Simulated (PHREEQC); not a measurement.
A made-up water analysis in mg/kgw, 25 °C, pH 2.41, pe 12.8:

| constituent | mg/kgw |
|---|---|
| Na | 53.8 |
| K | 1.72 |
| Ca | 55 |
| Mg | 6.4 |
| Cl | 19.1 |
| S(6) as SO4 | 622 |
| Zn | 0.303 |
| Al | 1.06 |

Valence states are taken as typed.

All values are PHREEQC results (ion-association model, phreeqc.dat), not measurements.

This is a speciation only: nothing precipitates in the calculation.

**Question.** What ionic strength, charge-balance error does the model give?

**Answer.** ionic strength 0.0163 mol/kgw; charge-balance error -10.3 %.

**Question.** In which forms is Zn present?

**Answer.** Zn+2 70 %, ZnSO4 29 %, Zn(SO4)2-2 1.1 % of the Zn.
